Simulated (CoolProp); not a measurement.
A simple Rankine cycle with trans-2-butene: condensing at 332.15 K, boiler at 1.78 MPa, turbine inlet 386.7 K, turbine efficiency 0.65, pump efficiency 0.8, no recuperator. Each further row changes one setting.

Values from CoolProp's reference Helmholtz-energy equation of state, Lemmon 2005. It is a short technical equation, of lower accuracy than the large ones.

```csv
case,thermal efficiency (%),net work (kJ/kg),heat in (kJ/kg),turbine exit temperature (K),volume ratio over the turbine
as stated,6.8,27.8,406,350.8,3.27
turbine inlet 406.7 K,6.9,31.2,454,373.9,3.14
condensing temperature 324.15 K,7.9,33.5,425,345.5,4.03
boiler pressure 1.25 MPa,4.9,20.9,428,365.6,2.13
turbine efficiency 0.55,5.7,23.1,406,353.2,3.30
```
